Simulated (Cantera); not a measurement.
**Ammonia decomposition in nitride growth gas**

A perfectly stirred reactor is fed with NH3 : H2 = 1 : 1.2 (molar parts), at 14.3 Torr; it is held at 2150 K, and followed from long to short residence time.

Computed with Cantera and the gas-phase N/H chemistry of the illustrative SiF4/NH3 mechanism in the Surface Chemkin manual (1991). Walls and surfaces, which speed up NH3 decomposition in real reactors, are not modelled.

| τ (s) | x NH3 | x H2 | x N2 | x N2H2 | x N2H4 |
|---|---|---|---|---|---|
| 6.8 | 0.0149 | 0.831 | 0.151 | 1.59e-7 | 8.06e-11 |
| 2.4 | 0.0457 | 0.812 | 0.140 | 4.97e-7 | 3.40e-10 |
| 0.87 | 0.107 | 0.772 | 0.119 | 1.30e-6 | 1.08e-9 |
| 0.31 | 0.208 | 0.705 | 0.0841 | 2.86e-6 | 2.68e-9 |
| 0.11 | 0.319 | 0.633 | 0.0458 | 4.81e-6 | 4.76e-9 |
| 0.040 | 0.395 | 0.583 | 0.0199 | 6.10e-6 | 6.19e-9 |
| 0.014 | 0.433 | 0.558 | 0.00676 | 6.15e-6 | 6.44e-9 |
| 0.0052 | 0.447 | 0.549 | 0.00185 | 4.68e-6 | 5.27e-9 |
x: mole fraction; the columns are a selection and need not sum to one.
